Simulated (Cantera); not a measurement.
Charge: 1 mol BN, a varied amount of F2, held at 2073 K and 0.0100 bar.

Equilibrium computed with Cantera from the NASA thermochemical tables; the gas is ideal and each condensed phase is pure. Candidate condensed phases: B, BN; 13 gas species. The numbers say what is thermodynamically allowed, not how fast it happens.

**Question.** At 2.8 mol F2, list the 4 most abundant gas species with their mole fractions, and the condensed phases.

**Answer.** F 0.634, BF3 0.244, N2 0.122, F2 1.31e-5. Condensed: gas only.
